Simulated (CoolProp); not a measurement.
Computed with CoolProp (reference Helmholtz-energy equation of state, de Reuck 1990).

### Question
Give the vapour pressure (bar), liquid density (kg/m³), vapour density (kg/m³), liquid cp (kJ/(kg K)) of saturated fluorine at -181.95, -178.85, -157.65 °C.

### Answer
| T (°C) | p (bar) | liquid density (kg/m³) | vapour density (kg/m³) | liquid cp (kJ/(kg K)) |
|---|---|---|---|---|
| -181.95 | 1.95 | 1460 | 10.3 | 1.53 |
| -178.85 | 2.62 | 1430 | 13.6 | 1.55 |
| -157.65 | 12.6 | 1250 | 61.2 | 1.76 |
